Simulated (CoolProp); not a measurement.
Carbon monoxide along the isotherm 145.1 K: Z from the reference equation and from simpler models built on Tc = 132.9 K, pc = 3.498 MPa, ω = 0.050; each cubic takes its own stable root.

Computed with CoolProp (reference Helmholtz-energy equation of state, Lemmon 2006). It is a short technical equation, of lower accuracy than the large ones.

```json
[
 {"p (MPa)": "0.0166", "phase": "gas", "reference": "0.9988", "van der Waals": "0.9989", "Redlich-Kwong": "0.9987", "Peng-Robinson": "0.9986"},
 {"p (MPa)": "0.028", "phase": "gas", "reference": "0.9979", "van der Waals": "0.9981", "Redlich-Kwong": "0.9979", "Peng-Robinson": "0.9976"},
 {"p (MPa)": "0.0473", "phase": "gas", "reference": "0.9965", "van der Waals": "0.9968", "Redlich-Kwong": "0.9964", "Peng-Robinson": "0.9960"},
 {"p (MPa)": "0.0798", "phase": "gas", "reference": "0.9941", "van der Waals": "0.9945", "Redlich-Kwong": "0.9940", "Peng-Robinson": "0.9932"},
 {"p (MPa)": "0.135", "phase": "gas", "reference": "0.9900", "van der Waals": "0.9907", "Redlich-Kwong": "0.9898", "Peng-Robinson": "0.9885"},
 {"p (MPa)": "0.227", "phase": "gas", "reference": "0.9832", "van der Waals": "0.9843", "Redlich-Kwong": "0.9827", "Peng-Robinson": "0.9806"},
 {"p (MPa)": "0.383", "phase": "gas", "reference": "0.9714", "van der Waals": "0.9733", "Redlich-Kwong": "0.9707", "Peng-Robinson": "0.9671"},
 {"p (MPa)": "0.647", "phase": "gas", "reference": "0.9511", "van der Waals": "0.9541", "Redlich-Kwong": "0.9499", "Peng-Robinson": "0.9440"},
 {"p (MPa)": "1.09", "phase": "gas", "reference": "0.9159", "van der Waals": "0.9206", "Redlich-Kwong": "0.9140", "Peng-Robinson": "0.9042"},
 {"p (MPa)": "1.84", "phase": "gas", "reference": "0.8524", "van der Waals": "0.8587", "Redlich-Kwong": "0.8492", "Peng-Robinson": "0.8337"},
 {"p (MPa)": "3.11", "phase": "gas", "reference": "0.7290", "van der Waals": "0.7318", "Redlich-Kwong": "0.7243", "Peng-Robinson": "0.7015"},
 {"p (MPa)": "5.25", "phase": "supercritical", "reference": "0.4499", "van der Waals": "0.4310", "Redlich-Kwong": "0.4607", "Peng-Robinson": "0.4430"}
]
```
